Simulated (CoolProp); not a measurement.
Cyclohexane at 327.88 K and 7.61 MPa is throttled through a valve to 0.742 MPa with no heat exchange. Each further row changes one setting.

The numbers come from the reference Helmholtz-energy equation of state, Zhou 2014 in CoolProp.

```csv
case,temperature change (K),final density (kg/m³)
as stated,[?],743
outlet pressure 0.223 MPa,+2.9,743
outlet pressure 0.965 MPa,[?],[?]
```

Question: Some entries are withheld; supply them.

Answer: 
- as stated, temperature change (K): +2.7
- outlet pressure 0.965 MPa, temperature change (K): +2.6
- outlet pressure 0.965 MPa, final density (kg/m³): 744
